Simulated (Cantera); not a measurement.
A perfectly stirred reactor is fed with N2O : O2 = 1 : 0.16 (molar parts), at 1.00 atm; it is held at 1073 K, and followed from long to short residence time.

Computed with Cantera and GRI-Mech 3.0 (53 species, 325 reactions). GRI-Mech 3.0 was tuned for natural gas; its chemistry of N2O as a main component is partial and can be far from experiment. The mechanism lacks the step 2 NO + O2 → 2 NO2, which can matter for NO2 below about 1400 K. The temperature is held fixed by assumption; the heat of reaction is taken as removed at once.

x: mole fraction; the columns are a selection and need not sum to one.

```csv
τ (s),x N2O,x O2,x NO,x NO2,x N2,x O
11,0.555,0.225,0.0111,0.000163,0.209,1.46e-7
4.9,…,…,…,…,…,1.63e-7
2.3,0.766,0.165,0.00383,5.39e-5,0.0653,1.74e-7
1.1,0.812,0.152,0.00201,2.69e-5,0.0336,1.80e-7
0.50,0.839,0.145,0.000961,1.16e-5,0.0159,1.83e-7
0.23,0.851,0.141,0.000453,4.53e-6,0.00746,1.84e-7
0.11,0.857,0.139,…,…,…,1.85e-7
0.050,0.860,0.139,0.000101,4.67e-7,0.00164,1.85e-7
0.023,0.861,0.138,4.64e-5,1.20e-7,0.000756,1.85e-7
0.011,0.862,0.138,2.22e-5,3.01e-8,0.000362,1.85e-7
0.0050,0.862,0.138,1.01e-5,6.55e-9,0.000165,1.85e-7
```

### Question
Complete the blanks.

### Answer

- 4.9, x N2O: 0.684
- 4.9, x O2: 0.188
- 4.9, x NO: 0.00685
- 4.9, x NO2: 9.88e-5
- 4.9, x N2: 0.121
- 0.11, x NO: 0.000220
- 0.11, x NO2: 1.63e-6
- 0.11, x N2: 0.00360
